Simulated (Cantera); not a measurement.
**Thermodynamics of metals in furnace atmospheres, feed Fe + O2 + H2**

Input: 1 mol Fe, 0.0069 mol O2, 9.6 mol H2, at 0.100 bar.

These are equilibrium values from Cantera (NASA tables, ideal gas, pure condensed phases), not measurements of a reactor. Candidate condensed phases: Fe, FeO, Fe(OH)2, Fe(OH)3, Fe2O3, Fe3O4, H2O; 12 gas species. The numbers say what is thermodynamically allowed, not how fast it happens.

From 1300 K to 1600 K the condensed part is Fe(γ). From 1675 K to 1750 K the condensed part is Fe(δ). From 1825 K to 1975 K the condensed part is Fe(l). The main Fe-bearing gas is Fe throughout.

```tsv
T (K)	x H2	x H	x Fe	x H2O	x OH	n Fe(γ)	n Fe(δ)	n Fe(l)
1300	0.999	3.50e-6	1.09e-8	0.00144	6.57e-11	1.00	0	0
1375	0.999	1.08e-5	8.21e-8	0.00144	2.81e-10	1.000	0	0
1450	0.999	2.99e-5	4.99e-7	0.00144	1.03e-9	1.000	0	0
1525	0.998	7.48e-5	2.53e-6	0.00144	3.34e-9	1.000	0	0
1600	0.998	0.000172	1.10e-5	0.00144	9.68e-9	1.000	0	0
1675	0.998	0.000367	4.15e-5	0.00144	2.55e-8	0	1.000	0
1750	0.998	0.000735	0.000139	0.00144	6.20e-8	0	0.999	0
1825	0.997	0.00139	0.000418	0.00144	1.40e-7	0	0	0.996
1900	0.995	0.00250	0.00111	0.00143	2.96e-7	0	0	0.989
1975	0.992	0.00431	0.00274	0.00143	5.92e-7	0	0	0.974
```
x: gas mole fraction; n: condensed amount in mol.
